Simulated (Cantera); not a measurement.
What does this Cantera script print?

```python
import numpy as np
import cantera as ct

gas_names = """
    CL CL2 N N2 Si SiCL SiCL2 SiCL3 SiCL4 SiN Si2 Si2N Si3
""".split()
cond_names = """
    Si(cr) Si(L) Si3N4(a)
""".split()


# ... load() reads the species with a 1 bar reference pressure and builds the phases ...
atoms = {
    'Si2Cl6': {'Si': 2, 'CL': 6},
    'Cl2': {'CL': 2},
    'N2': {'N': 2},
}
top_T = {'Si3N4(a)': 2400}  # K; cautious upper limits of use, not melting points


# ... equilibrate(T, P, feed) seeds the gas with the atoms and calls Mixture.equilibrate('TP', solver="vcs", rtol=1e-11, max_steps=5000) ...
results = []
feed = {'Si2Cl6': 1, 'Cl2': 0.86, 'N2': 210}  # mol
T = 1148  # K
P = 49000  # Pa
mix = equilibrate(T, P, feed)
results.append((T, P, feed, dict(zip(mix.species_names, mix.species_moles))))
print(gas.report(threshold=1e-06))
for i in range(1, mix.n_phases):
    print(f"{mix.phase(i).name:16s} {mix.phase_moles(i):12.5e} mol")
```

Result:

```
       temperature   1148 K
          pressure   49000 Pa
           density   0.15045 kg/m^3
  mean mol. weight   29.306 kg/kmol
   phase of matter   gas

                          1 kg             1 kmol
                     ---------------   ---------------
          enthalpy        7.1243e+05        2.0879e+07  J
   internal energy        3.8673e+05        1.1334e+07  J
           entropy            8231.6        2.4124e+05  J/K
    Gibbs function       -8.7374e+06       -2.5606e+08  J
 heat capacity c_p            1162.6             34071  J/K
 heat capacity c_v            878.88             25757  J/K

                      mass frac. Y      mole frac. X     chem. pot. / RT
                     ---------------   ---------------   ---------------
                N2           0.94719           0.99088           -25.953
             SiCL2        9.1358e-06        2.7048e-06           -69.038
             SiCL3        0.00021627        4.7145e-05           -95.465
             SiCL4          0.052589         0.0090719           -121.89
     [   +9 minor]        5.5043e-08        4.5364e-08

Si(cr)            0.00000e+00 mol
Si3N4(a)          2.24062e-02 mol
```

Cantera equilibrium calculation (NASA polynomials, part measured and part estimated; ideal gas, pure solids and liquids). The feed counts by its element totals alone. N2 is the only nitrogen source here; it is nearly inert below about 1500 K, so the nitride shown seldom forms there in practice. The tables' values for SiCl3 are old estimates; treat these amounts as uncertain.
